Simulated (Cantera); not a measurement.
Input (Python, Cantera) and output of one run.

```python
import numpy as np
import cantera as ct

gas_names = """
    Fe FeO Fe(OH)2 H HO2 H2 H2O H2O2 H2S H2SO4 O OH O2 O3 S SH SO SO2 SO3 S2 S2O S8
""".split()
cond_names = """
    Fe(a) Fe(c) Fe(d) Fe(L) FeO(s) FeO(L) Fe(OH)2(s) Fe(OH)3(s) FeS(a) FeS(b) FeS(c) FeS(L) FeSO4(s)
    FeS2(s) Fe2O3(s) Fe2S3O12(s) Fe3O4(s) H2O(s) H2O(L) H2SO4(L) S(cr1) S(cr2) S(L)
""".split()


# ... load() reads the species with a 1 bar reference pressure and builds the phases ...
atoms = {
    'Fe2O3': {'Fe': 2, 'O': 3},
    'H2S': {'H': 2, 'S': 1},
    'H2O': {'H': 2, 'O': 1},
    'O2': {'O': 2},
}
top_T = {'FeSO4(s)': 950, 'FeS2(s)': 1010, 'Fe2O3(s)': 1830, 'Fe2S3O12(s)': 1100, 'Fe3O4(s)': 1870}  # K; cautious upper limits of use, not melting points


# ... equilibrate(T, P, feed) seeds the gas with the atoms and calls Mixture.equilibrate('TP', solver="vcs", rtol=1e-11, max_steps=5000) ...
results = []
feed = {'Fe2O3': 1, 'H2S': 0.86, 'H2O': 0.83, 'O2': 9.8}  # mol
P = 26000  # Pa
for T in [625, 825, 1025, 1225, 1425, 1625, 1825]:
    mix = equilibrate(T, P, feed)
    results.append((T, P, feed, dict(zip(mix.species_names, mix.species_moles))))

top = {s: max(r[3][s] / sum(r[3][g] for g in gas_names) for r in results) for s in gas_names}
cols = sorted((s for s in top if top[s] > 0.001), key=lambda s: -top[s])[:5]
seen = [c for c in cond_names if any(r[3].get(c, 0) > 1e-12 for r in results)]
print("log10 of partial pressures in bar; condensed amounts in mol")
print(f"{'T/K':>10s}" + "".join(f"{s[:9]:>10s}" for s in cols + seen))
for T, P, feed, n in results:
    ng = sum(n[g] for g in gas_names)
    print(f"{T:10.4g}" + "".join(f"{np.log10(max(n[s] / ng * P / 1e5, 1e-99)):10.3f}" for s in cols)
          + "".join(f"{n.get(c, 0):10.4g}" for c in seen))
```

Result:

```
log10 of partial pressures in bar; condensed amounts in mol
       T/K        O2       H2O       SO2       SO3        OH  Fe2O3(s) Fe2S3O12(  Fe3O4(s)
       625    -0.668    -1.347    -9.370    -6.363   -12.191    0.7133    0.2867         0
       825    -0.673    -1.352    -3.563    -2.556    -8.913    0.7521    0.2479         0
      1025    -0.701    -1.394    -1.893    -2.111    -6.935         1         0         0
      1225    -0.699    -1.399    -1.732    -2.757    -5.584         1         0         0
      1425    -0.699    -1.401    -1.705    -3.306    -4.611         1         0         0
      1625    -0.699    -1.402    -1.698    -3.730    -3.876         1         0         0
      1825    -0.698    -1.410    -1.703    -4.067    -3.307         0         0    0.6666
```

Equilibrium computed with Cantera from the NASA thermochemical tables; the gas is ideal and each condensed phase is pure.
